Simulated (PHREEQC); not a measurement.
Make-up at 85 °C: 0.8 mol/kgw KI. Closed to the air; pH follows from the charge balance.

All values are PHREEQC results (ion-association model, wateq4f.dat), not measurements.

No solid was allowed to form.

### Question
What activity of water does the model give?

### Answer
activity of water 0.973.

Caution: at this ionic strength the ion-association model is outside its range; a Pitzer model would be the better tool where its parameters exist. Away from 25 °C the constants follow the database's enthalpies or fits; those with neither stay at their 25 °C values.
